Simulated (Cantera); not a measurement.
Charge: 1 mol CCl4, 0.69 mol H2, equilibrated at 1225 °C.

Equilibrium computed with Cantera from the NASA thermochemical tables; the gas is ideal and each condensed phase is pure. Candidate condensed phases: C, C6H6, C7H8, C8H18; 91 gas species. Rates play no part.

Question: At 100000 Pa, list the 4 most abundant gas species with their mole fractions, and the condensed phases.

Answer: HCl 0.503, Cl2 0.458, Cl 0.0390, CCl4 4.31e-5. Condensed: C(graphite).
